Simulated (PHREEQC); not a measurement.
## Spent oxide etchant (model solution)

Solution (25 °C): 0.0078 mol/kgw NH4HF2 and 0.0015 mol/kgw (NH4)2SiF6. Closed to the air; pH follows from the charge balance.

The numbers come from PHREEQC with the ion-association model, wateq4f.dat.

Precipitation was switched off in this run.

Problem. Predict the pH, ionic strength.

Solution. pH 3.21; ionic strength 0.0130 mol/kgw.

Problem. In which forms is F present?

Solution. SiF6-2 37 %, F- 34 %, HF 27 %, HF2- 1.7 %, H2F2 0.9 % of the F.

SiF6-2 is the database's only silicon fluoride.
